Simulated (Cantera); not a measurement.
A perfectly stirred reactor is fed with 76.4 % C2H6, 23.6 % N2, at 0.263 Torr; it is held at 1873 K, and followed from long to short residence time.

Detailed kinetics in Cantera: GRI-Mech 3.0 (53 species, 325 reactions). GRI-Mech 3.0 stops at C3 and has no aromatics, soot or wall deposition, so with more carbon than oxygen in the feed, carbon stays in small species such as C2H2 where larger ones or solid carbon would form. Radical loss at walls, strong at low pressure, is not modelled.

Q: Predict: x(C2H6) at τ = 0.650 s; x(HCN) at τ = 0.650 s; x(H) at τ = 0.650 s; x(CH3) at τ = 0.650 s; x(C2H) at τ = 0.650 s; x(C2H6) at τ = 22.0 ms; x(HCN) at τ = 22.0 ms; x(H) at τ = 22.0 ms; x(CH3) at τ = 22.0 ms; x(C2H) at τ = 22.0 ms.

A: 
| Item | Value |
|---|---|
| x(C2H6) at τ = 0.650 s | 0.000870 |
| x(HCN) at τ = 0.650 s | 6.71e-6 |
| x(H) at τ = 0.650 s | 0.00626 |
| x(CH3) at τ = 0.650 s | 0.0182 |
| x(C2H) at τ = 0.650 s | 3.93e-5 |
| x(C2H6) at τ = 22.0 ms | 0.0257 |
| x(HCN) at τ = 22.0 ms | 1.09e-6 |
| x(H) at τ = 22.0 ms | 0.00707 |
| x(CH3) at τ = 22.0 ms | 0.0966 |
| x(C2H) at τ = 22.0 ms | 4.35e-5 |
